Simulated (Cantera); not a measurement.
An adiabatic, constant-pressure homogeneous reactor starts with CH4 : CO : O2 : N2 : H2O = 1 : 0.089 : 2.88 : 10.8 : 0.64 (molar parts), at 1473 K and 100000 Pa. Integrator tolerance rtol = 1e-08.

Cantera simulation using GRI-Mech 3.0 (53 species, 325 reactions); the numbers are that mechanism's predictions, not measurements.

Task: What does this change do: pressure from 100000 Pa to 89000 Pa?

Result: 
```json
[
 {"quantity": "time of steepest temperature rise", "before": "1.48 ms", "after": "1.61 ms"},
 {"quantity": "temperature at 0.800 s", "before": "2554 K", "after": "2549 K"},
 {"quantity": "equilibrium temperature", "before": "2554 K", "after": "2549 K"},
 {"quantity": "x(CH4) at 0.800 s", "before": "<1e-12 (gas-phase equilibrium <1e-12)", "after": "<1e-12 (gas-phase equilibrium <1e-12)"},
 {"quantity": "x(CO) at 0.800 s", "before": "0.0124 (gas-phase equilibrium 0.0124)", "after": "0.0127 (gas-phase equilibrium 0.0127)"},
 {"quantity": "x(O2) at 0.800 s", "before": "0.0512 (gas-phase equilibrium 0.0512)", "after": "0.0514 (gas-phase equilibrium 0.0514)"},
 {"quantity": "x(H2O) at 0.800 s", "before": "0.155 (gas-phase equilibrium 0.155)", "after": "0.155 (gas-phase equilibrium 0.155)"},
 {"quantity": "x(H) at 0.800 s", "before": "0.00233 (gas-phase equilibrium 0.00233)", "after": "0.00245 (gas-phase equilibrium 0.00245)"}
]
```

Task: What does this change do: initial temperature 1473 to 1550 K?

Result: 
```json
[
 {"quantity": "time of steepest temperature rise", "before": "1.48 ms", "after": "0.698 ms"},
 {"quantity": "temperature at 0.800 s", "before": "2554 K", "after": "2590 K"},
 {"quantity": "equilibrium temperature", "before": "2554 K", "after": "2590 K"},
 {"quantity": "x(CH4) at 0.800 s", "before": "<1e-12 (gas-phase equilibrium <1e-12)", "after": "<1e-12 (gas-phase equilibrium <1e-12)"},
 {"quantity": "x(CO) at 0.800 s", "before": "0.0124 (gas-phase equilibrium 0.0124)", "after": "0.0143 (gas-phase equilibrium 0.0143)"},
 {"quantity": "x(O2) at 0.800 s", "before": "0.0512 (gas-phase equilibrium 0.0512)", "after": "0.0514 (gas-phase equilibrium 0.0514)"},
 {"quantity": "x(H2O) at 0.800 s", "before": "0.155 (gas-phase equilibrium 0.155)", "after": "0.153 (gas-phase equilibrium 0.153)"},
 {"quantity": "x(H) at 0.800 s", "before": "0.00233 (gas-phase equilibrium 0.00233)", "after": "0.00291 (gas-phase equilibrium 0.00291)"}
]
```
